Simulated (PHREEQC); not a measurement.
A solution holds 0.011 mol/kgw Cu(BF4)2, 0.26 mol/kgw HCl and 0.098 mol/kgw Na2SO4, at 20 °C. Closed to the air; pH follows from the charge balance.

Computed with PHREEQC (ion-association model, phreeqc.dat).

```csv
quantity,before,after
pH,0.85,1.21
ionic strength (mol/kgw),0.422,1.14
HSO4- (mol/kgw),0.0730,0.176
SO4-2 (mol/kgw),0.0193,0.182
BF4- (mol/kgw),0.0191,0.0196
HF (mol/kgw),0.00976,0.00715
SI of Halite (NaCl),-3.19,-2.57
```

### Question
Name the change that produced these shifts.
A) Na2SO4 from 0.098 to 0.49 mol/kgw
B) diluted 100-fold with water
C) 0.0043 mol/kgw H2SO4 added
D) Na2SO4 from 0.098 to 0.049 mol/kgw
E) Cu(BF4)2 from 0.011 to 0.022 mol/kgw

### Answer
A, Na2SO4 from 0.098 to 0.49 mol/kgw

No solid was allowed to form. The ionic strength passes 0.7 mol/kgw, the rough limit of the ion-association models, in after. Real BF4- forms and hydrolyses slowly; the run takes it at equilibrium.
